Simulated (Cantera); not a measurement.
Input: 1 mol Ca(OH)₂, 2.6 mol CO₂, equilibrated at 13.3 mbar.

These are equilibrium values from Cantera (NASA tables, ideal gas, pure condensed phases), not measurements of a reactor. Candidate condensed phases: C, C₆H₆, C₇H₈, C₈H₁₈, Ca, CaCO₃, CaO, Ca(OH)₂, H₂O; 115 gas species. Kinetics and transport are ignored.

log p: log10 of the partial pressure in bar; n: condensed amount in mol.

```json
[
 {"T (K)": "1300", "log p CO₂": "-2.02", "log p H₂O": "-2.43", "log p CO": "-5.81", "log p O₂": "-6.04", "log p OH": "-7.03", "log p H₂": "-6.47", "log p H": "-9.19", "n CaO(s)": "1.00"},
 {"T (K)": "1375", "log p CO₂": "-2.02", "log p H₂O": "-2.43", "log p CO": "-5.40", "log p O₂": "-5.64", "log p OH": "-6.58", "log p H₂": "-6.13", "log p H": "-8.53", "n CaO(s)": "1.00"},
 {"T (K)": "1450", "log p CO₂": "-2.02", "log p H₂O": "-2.43", "log p CO": "-5.03", "log p O₂": "-5.28", "log p OH": "-6.17", "log p H₂": "-5.82", "log p H": "-7.93", "n CaO(s)": "1.00"},
 {"T (K)": "1525", "log p CO₂": "-2.02", "log p H₂O": "-2.43", "log p CO": "[?]", "log p O₂": "[?]", "log p OH": "[?]", "log p H₂": "[?]", "log p H": "[?]", "n CaO(s)": "1.000"},
 {"T (K)": "1600", "log p CO₂": "-2.02", "log p H₂O": "-2.43", "log p CO": "-4.39", "log p O₂": "-4.66", "log p OH": "-5.46", "log p H₂": "-5.28", "log p H": "-6.91", "n CaO(s)": "1.000"},
 {"T (K)": "1675", "log p CO₂": "-2.02", "log p H₂O": "-2.43", "log p CO": "-4.12", "log p O₂": "-4.39", "log p OH": "-5.16", "log p H₂": "-5.05", "log p H": "-6.46", "n CaO(s)": "1.000"},
 {"T (K)": "1750", "log p CO₂": "-2.03", "log p H₂O": "-2.44", "log p CO": "-3.87", "log p O₂": "-4.15", "log p OH": "-4.88", "log p H₂": "-4.84", "log p H": "-6.05", "n CaO(s)": "1.000"},
 {"T (K)": "1825", "log p CO₂": "-2.03", "log p H₂O": "-2.44", "log p CO": "-3.64", "log p O₂": "-3.93", "log p OH": "-4.63", "log p H₂": "-4.65", "log p H": "-5.68", "n CaO(s)": "1.000"},
 {"T (K)": "1900", "log p CO₂": "-2.04", "log p H₂O": "-2.45", "log p CO": "[?]", "log p O₂": "[?]", "log p OH": "[?]", "log p H₂": "[?]", "log p H": "[?]", "n CaO(s)": "1.000"},
 {"T (K)": "1975", "log p CO₂": "-2.05", "log p H₂O": "-2.45", "log p CO": "-3.25", "log p O₂": "-3.54", "log p OH": "-4.19", "log p H₂": "-4.30", "log p H": "-5.02", "n CaO(s)": "1.000"}
]
```

Problem. Some entries are withheld; supply them.

Solution. 
- 1900, log p CO: -3.44
- 1900, log p O₂: -3.73
- 1900, log p OH: -4.40
- 1900, log p H₂: -4.47
- 1900, log p H: -5.33
- 1525, log p CO: -4.69
- 1525, log p O₂: -4.95
- 1525, log p OH: -5.80
- 1525, log p H₂: -5.54
- 1525, log p H: -7.39
